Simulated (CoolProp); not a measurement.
A Linde-Hampson liquefier for CF4 (R14): isothermal reversible compression at 320 K from 1 atm to 15 MPa, throttling to 1 atm, return gas leaving the recuperator 2 K below the feed. Each further row changes one setting.

Model: reference Helmholtz-energy equation of state, Platzer 1990, in CoolProp. This equation is an older, rougher fit; its heat capacities, sound speeds and derivatives of the liquid may be far off and weren't checked against measurements.

```
case                        liquid yield per pass  compression work (kJ/kg of gas)
--------------------------  ---------------------  -------------------------------
as stated                                   0.192                              141
high pressure 30 MPa                        0.245                              159
warm-end temperature 350 K                  0.141                              158
warm-end gap 7 K                            0.180                              141
```
